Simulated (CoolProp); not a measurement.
Computed with CoolProp (reference Helmholtz-energy equation of state, Lemmon 2005). It is a short technical equation, of lower accuracy than the large ones.

Give the vapour pressure (MPa), liquid density (kg/m³), vapour density (kg/m³), liquid cp (kJ/(kg K)) of saturated isobutene at 208.6 K.


| T (K) | p (MPa) | liquid density (kg/m³) | vapour density (kg/m³) | liquid cp (kJ/(kg K)) |
|---|---|---|---|---|
| 208.6 | 0.00509 | 689 | 0.165 | 2.03 |
